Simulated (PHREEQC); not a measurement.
Dissolve 0.42 mmol/kgw Sr(NO3)2, 1.18 mmol/kgw NaHSO4 and 28 mmol/kgw NaOH at 20 °C. Closed to the air; pH follows from the charge balance.

Computed with PHREEQC (ion-association model, phreeqc.dat).

Problem. The ionic strength comes out as 0.0313 mol/kgw. What activity coefficients do NaSO4-, NO3-, OH-, Na+, SO4-2 get?

Solution. NaSO4- 0.86, NO3- 0.84, OH- 0.84, Na+ 0.85, SO4-2 0.53.

Precipitation was switched off in this run.
